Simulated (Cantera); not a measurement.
A closed system holds: 1 mol Zr, 33 mol N2, 17 mol H2O, at 32.0 mbar.

Cantera equilibrium calculation (NASA polynomials, part measured and part estimated; ideal gas, pure solids and liquids). Candidate condensed phases: H2O, Zr, ZrN, ZrO2; 28 gas species. The numbers say what is thermodynamically allowed, not how fast it happens.

### Question
Which condensed phases are stable at each of these points (T (°C)): 1075, 1100, 1125, 1150, 1175, 1200, 1225, 1250?

### Answer
```
T (°C)  condensed phases  Zr condensed (%)
------  ----------------  ----------------
1075    ZrO2(monoclinic)             100.0
1100    ZrO2(monoclinic)             100.0
1125    ZrO2(monoclinic)             100.0
1150    ZrO2(monoclinic)             100.0
1175    ZrO2(monoclinic)             100.0
1200    ZrO2(monoclinic)             100.0
1225    ZrO2(tetragonal)             100.0
1250    ZrO2(tetragonal)             100.0
```

From 1075 °C to 1200 °C the condensed part is ZrO2(monoclinic). From 1225 °C to 1250 °C the condensed part is ZrO2(tetragonal).
